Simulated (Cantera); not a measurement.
Feed: 1 mol SiC, 0.0042 mol H2O, 16 mol H2, at 0.0220 bar.

Method: chemical equilibrium by Gibbs-energy minimisation in Cantera with the NASA 1993 tables (ideal gas, pure condensed phases). Candidate condensed phases: C, C6H6, C7H8, C8H18, H2O, Si, SiC, SiO2; 123 gas species. Mutual solubility and eutectic melting of coexisting phases are not modelled. The tables hold silica as quartz up to 1696 K and as liquid above; real silica turns to tridymite and cristobalite and melts near 1996 K. The numbers say what is thermodynamically allowed, not how fast it happens.

Task: Which condensed phases are stable at each of these points (T (K)): 1050, 1100, 1150, 1200, 1250, 1300, 1350, 1400, 1450, 1500, 1550?

Result: 
| T (K) | condensed phases | Si condensed (%) |
|---|---|---|
| 1050 | SiC(s) + SiO2(β-quartz) | 100.0 |
| 1100 | SiC(s) + SiO2(β-quartz) | 100.0 |
| 1150 | SiC(s) + SiO2(β-quartz) | 100.0 |
| 1200 | SiC(s) + SiO2(β-quartz) | 100.0 |
| 1250 | SiC(s) + SiO2(β-quartz) | 100.0 |
| 1300 | SiC(s) + SiO2(β-quartz) | 99.8 |
| 1350 | SiC(s) | 99.8 |
| 1400 | SiC(s) | 99.8 |
| 1450 | SiC(s) | 99.8 |
| 1500 | SiC(s) | 99.8 |
| 1550 | SiC(s) | 99.8 |

From 1050 K to 1300 K the condensed part is SiC(s) + SiO2(β-quartz). From 1350 K to 1550 K the condensed part is SiC(s).
